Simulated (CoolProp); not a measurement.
Aqueous methanol as a coolant, at 12 °C, 1 atm.

The numbers come from the Melinder's fits for secondary coolants in CoolProp.

```csv
mass %,freezing point (°C),cp (kJ/(kg K)),viscosity (mPa s),density (kg/m³),Prandtl number
4.5,-2.7,…,1.42,991.6,10.8
9.2,-5.9,4.220,1.62,984.3,12.9
13.8,-9.6,4.179,1.82,977.8,15.0
18.5,-13.7,4.120,…,971.5,17.2
23.1,-18.1,4.055,2.16,965.1,19.1
27.8,…,3.984,2.28,958.5,20.8
32.4,-28.6,3.910,2.35,951.5,22.1
37.1,-34.7,3.828,2.37,944.0,23.1
41.7,-41.2,3.738,2.35,936.2,23.5
46.3,…,3.638,2.30,928.0,23.4
51,-56.2,3.527,…,919.0,23.0
```

Question: Some entries are withheld; supply them.

Answer: 
- 4.5, cp (kJ/(kg K)): 4.230
- 18.5, viscosity (mPa s): 2.01
- 27.8, freezing point (°C): -23.2
- 46.3, freezing point (°C): -48.3
- 51, viscosity (mPa s): 2.21
